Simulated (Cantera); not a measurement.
Source: NASA polynomial tables (part measured, part estimated), evaluated in Cantera. Values are per mole of reaction as written; species without (g) are pure solids or liquids, kept so even where they would boil at 1 bar.

Ti4O7 ⇌ O3(g) + 4 TiO(g)

```json
[
 {"T (K)": "300", "ΔH° (kJ)": "3763.9", "ΔS° (J/K)": "973.9", "ΔG° (kJ)": "3471.7", "log10 K": "-604.47"},
 {"T (K)": "1073", "ΔH° (kJ)": "?", "ΔS° (J/K)": "?", "ΔG° (kJ)": "?", "log10 K": "?"},
 {"T (K)": "1123", "ΔH° (kJ)": "?", "ΔS° (J/K)": "?", "ΔG° (kJ)": "?", "log10 K": "?"},
 {"T (K)": "1173", "ΔH° (kJ)": "?", "ΔS° (J/K)": "?", "ΔG° (kJ)": "?", "log10 K": "?"},
 {"T (K)": "1223", "ΔH° (kJ)": "3691.4", "ΔS° (J/K)": "871.0", "ΔG° (kJ)": "2626.2", "log10 K": "-112.16"},
 {"T (K)": "1273", "ΔH° (kJ)": "3686.7", "ΔS° (J/K)": "867.3", "ΔG° (kJ)": "2582.7", "log10 K": "-105.97"},
 {"T (K)": "1323", "ΔH° (kJ)": "3682.0", "ΔS° (J/K)": "863.6", "ΔG° (kJ)": "2539.4", "log10 K": "-100.26"}
]
```

### Question
Some entries are withheld; supply them.

### Answer

- 1073, ΔH° (kJ): 3705.2
- 1073, ΔS° (J/K): 883.1
- 1073, ΔG° (kJ): 2757.7
- 1073, log10 K: -134.25
- 1123, ΔH° (kJ): 3700.7
- 1123, ΔS° (J/K): 878.9
- 1123, ΔG° (kJ): 2713.7
- 1123, log10 K: -126.22
- 1173, ΔH° (kJ): 3696.1
- 1173, ΔS° (J/K): 874.9
- 1173, ΔG° (kJ): 2669.8
- 1173, log10 K: -118.89
